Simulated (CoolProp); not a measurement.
Vapour-liquid equilibrium of dimethyl ether (1) + n-hexane (2) at 94.45 °C; x and y are mole fractions of (1).

Computed with CoolProp (multi-fluid Helmholtz-energy mixture model, Wu 2011 and Thol 2019; pair parameters Bell 2016).

Q: Give the bubble pressure and the first vapour's composition at x = 0.05, 0.2, 0.95. Is there an azeotrope?

A: x = 0.05: 348.1 kPa, y = 0.390; x = 0.2: 756.1 kPa, y = 0.731; x = 0.95: 2776 kPa, y = 0.987. No azeotrope shows between x = 0.05 and 0.95.

The pair parameters rest on a limited set of measurements; away from them the model extrapolates.
